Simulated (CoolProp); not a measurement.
c-C4F8 (RC318) along the isobar 11.2 bar: fugacity coefficient from the reference equation and from simpler models built on Tc = 388.4 K, pc = 27.78 bar, ω = 0.355; each cubic takes its own stable root.

Model: reference Helmholtz-energy equation of state, Platzer 1990, in CoolProp. This equation is an older, rougher fit.

```tsv
T (K)	phase	reference	van der Waals	Redlich-Kwong	Peng-Robinson
385.6	gas	0.8655	0.8790	0.8628	0.8492
397.7	gas	0.8795	0.8878	0.8746	0.8638
409.9	gas	0.8918	0.8959	0.8853	0.8770
422.1	gas	0.9026	0.9032	0.8948	0.8888
434.2	gas	0.9121	0.9099	0.9032	0.8992
446.4	gas	0.9207	0.9159	0.9109	0.9087
458.6	gas	0.9283	0.9215	0.9179	0.9172
470.8	gas	0.9352	0.9266	0.9242	0.9249
482.9	gas	0.9413	0.9313	0.9299	0.9318
495.1	gas	0.9469	0.9356	0.9351	0.9382
```
